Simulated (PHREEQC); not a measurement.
Solution (35 °C): 58.3 mmol/kgw KH2PO4 and 23 mmol/kgw K2HPO4. Closed to the air; pH follows from the charge balance.

Model: ion-association model, phreeqc.dat, run in PHREEQC.

This is a speciation only: nothing precipitates in the calculation.

### Question
What pH, ionic strength does the model give?

### Answer
pH 6.40; ionic strength 0.124 mol/kgw.

### Question
In which forms is K present?

### Answer
K+ 99 %, KHPO4- 1.4 % of the K.

Species that the database lacks are ignored.
